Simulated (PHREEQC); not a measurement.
1 g of hydrous ferric oxide (600 m²/g; 0.2 weak and 0.005 strong sites per Fe, Dzombak-Morel constants, diffuse double layer) in 1 kg of water with 0.005 mol/kgw of an inert sodium salt and 4.8e-06 mol SrCl2 and 2.7e-05 mol MgCl2, at 25 °C; the pH is set by adding NaOH or the inert anion's acid. Oxygen is held at 0.21 atm. The system is closed to CO2. No solid was allowed to form.

The series has 13 steps of pH, from 4 to 10.

All values are PHREEQC results (ion-association model, wateq4f.dat), not measurements.

Question: Near which pH is half of the Sr sorbed, and on which side is more sorbed?

Answer: Near pH 7.8, with more sorbed at higher pH.

Question: Near which pH is half of the Mg sorbed, and on which side is more sorbed?

Answer: Near pH 7.8, with more sorbed at higher pH.
